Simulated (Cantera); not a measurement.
An adiabatic, constant-pressure homogeneous reactor starts with H2 : O2 : N2 = 1 : 0.455 : 1.71 (molar parts), at 1373 K and 5.43 atm. Integrator tolerance rtol = 1e-08.

Model: the H2/O2 subset of GRI-Mech 3.0, which has no nitrogen chemistry, integrated in Cantera. The hydrogen kinetics of GRI-Mech 3.0 are dated; newer H2 mechanisms differ, most at raised pressure.

Q: What does this change do: H2 1 to 2.1 parts?

A: 
```csv
quantity,before,after
time of steepest temperature rise,4.23 µs,4.85 µs
temperature at 5.00 s,2980 K,2764 K
equilibrium temperature,2980 K,2764 K
x(H2) at 5.00 s,0.0567 (gas-phase equilibrium 0.0567),0.303 (gas-phase equilibrium 0.303)
x(O2) at 5.00 s,0.00792 (gas-phase equilibrium 0.00792),3.90e-5 (gas-phase equilibrium 3.90e-5)
x(H2O2) at 5.00 s,9.84e-7 (gas-phase equilibrium 9.84e-7),4.02e-8 (gas-phase equilibrium 4.02e-8)
x(HO2) at 5.00 s,8.96e-6 (gas-phase equilibrium 8.96e-6),9.88e-8 (gas-phase equilibrium 9.88e-8)
x(OH) at 5.00 s,0.0245 (gas-phase equilibrium 0.0245),0.00355 (gas-phase equilibrium 0.00355)
x(H2O) at 5.00 s,0.281 (gas-phase equilibrium 0.281),0.233 (gas-phase equilibrium 0.233)
x(H) at 5.00 s,0.0152 (gas-phase equilibrium 0.0152),0.0170 (gas-phase equilibrium 0.0170)
```
